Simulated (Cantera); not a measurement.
Feed: 1 mol Pb, 0.1 mol O2, 0.35 mol N2, held at 150000 Pa.

Method: chemical equilibrium by Gibbs-energy minimisation in Cantera with the NASA 1993 tables (ideal gas, pure condensed phases). Candidate condensed phases: Pb, PbO, PbO2, Pb3O4; 12 gas species. Each liquid is taken as pure. Mutual solubility and eutectic melting of coexisting phases are not modelled. Gases not in the tables: (PbO)n polymers. The numbers say what is thermodynamically allowed, not how fast it happens.

x: gas mole fraction; n: condensed amount in mol.

| T (K) | x N2 | x Pb | x PbO | x Pb2 | x NO | n Pb(l) | n PbO(l) |
|---|---|---|---|---|---|---|---|
| 1223 | 0.999 | 0.000605 | 7.23e-5 | 2.84e-8 | 2.78e-8 | 0.800 | 0.200 |
| 1248 | 0.999 | 0.000867 | 0.000117 | 5.17e-8 | 4.84e-8 | 0.800 | 0.200 |
| 1273 | 0.999 | 0.00122 | 0.000186 | 9.18e-8 | 8.21e-8 | 0.800 | 0.200 |
| 1298 | 0.998 | 0.00170 | 0.000291 | 1.60e-7 | 1.37e-7 | 0.799 | 0.200 |
| 1323 | 0.997 | 0.00234 | 0.000445 | 2.71e-7 | 2.23e-7 | 0.799 | 0.200 |
| 1348 | 0.996 | 0.00318 | 0.000670 | 4.51e-7 | 3.56e-7 | 0.799 | 0.200 |
| 1373 | 0.995 | … | … | … | … | 0.798 | 0.200 |
| 1398 | 0.993 | 0.00568 | 0.00145 | 1.18e-6 | 8.63e-7 | 0.798 | 0.199 |
| 1423 | 0.990 | … | … | … | … | 0.797 | 0.199 |
| 1448 | 0.987 | 0.00973 | 0.00296 | 2.89e-6 | 1.96e-6 | 0.797 | 0.199 |
| 1473 | 0.983 | 0.0126 | 0.00414 | 4.42e-6 | 2.89e-6 | 0.796 | 0.199 |
| 1498 | 0.978 | 0.0161 | 0.00573 | 6.64e-6 | 4.19e-6 | 0.794 | 0.198 |
| 1523 | 0.972 | 0.0204 | 0.00785 | 9.86e-6 | 6.01e-6 | 0.793 | 0.197 |

Problem. What belongs in the gaps?

Solution. 
- 1373, x Pb: 0.00428
- 1373, x PbO: 0.000993
- 1373, x Pb2: 7.37e-7
- 1373, x NO: 5.59e-7
- 1423, x Pb: 0.00747
- 1423, x PbO: 0.00208
- 1423, x Pb2: 1.86e-6
- 1423, x NO: 1.31e-6
